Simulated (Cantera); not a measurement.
Input: 1 mol B, 13 mol NH3, 0.28 mol N2, held at 2348 K and 10.0 mbar.

Equilibrium computed with Cantera from the NASA thermochemical tables; the gas is ideal and each condensed phase is pure. Candidate condensed phases: B, BN; 15 gas species. The tables' values for BH2 are old estimates; treat these amounts as uncertain. The numbers say what is thermodynamically allowed, not how fast it happens.

Base state: H2 0.652, N2 0.245, H 0.0997, B 0.00183, BH2 0.00166, BH 0.000114, BN 4.55e-5 (mole fractions); condensed: B(s).

What changes in the equilibrium state with this change: temperature from 2348 K to 1673.15 K?


| species | before | after |
|---|---|---|
| H2 | 0.652 | 0.756 |
| N2 | 0.245 | 0.243 |
| H | 0.0997 | 0.000991 |
| B | 0.00183 | <1e-9 |
| BH2 | 0.00166 | 4.40e-7 |
| BH | 0.000114 | <1e-9 |
| BN | 4.55e-5 | <1e-9 |
| B(s), mol | 0.899 | 0 |
| BN(s), mol | 0 | 1.000 |

What changes in the equilibrium state with this change: pressure from 10.0 mbar to 1.33 mbar?


| species | before | after |
|---|---|---|
| H2 | 0.652 | 0.518 |
| H | 0.0997 | 0.243 |
| N2 | 0.245 | 0.223 |
| B | 0.00183 | 0.0137 |
| BN | 4.55e-5 | 0.000119 |
| BH | 0.000114 | 0.000277 |
| BH2 | 0.00166 | 0.00132 |
| B(s), mol | 0.899 | 0.531 |
